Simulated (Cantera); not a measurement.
Mixture: CH₄ : O₂ : N₂ = 1 : 2.67 : 30 (molar parts), equivalence ratio 0.75, at 2.70 bar, adiabatic and at constant volume. Ignition delay is the time to a rise of 400 K.

Detailed kinetics in Cantera: GRI-Mech 3.0 (53 species, 325 reactions).

Predict: delay at 1000 K; delay at 1100 K; delay at 1200 K; delay at 1300 K; delay at 1400 K; delay at 1500 K; apparent activation energy between 1300 and 1500 K.

delay at 1000 K: 0.868 s
delay at 1100 K: 0.186 s
delay at 1200 K: 46.4 ms
delay at 1300 K: 12.9 ms
delay at 1400 K: 3.88 ms
delay at 1500 K: 1.26 ms
apparent activation energy between 1300 and 1500 K: 190 kJ/mol
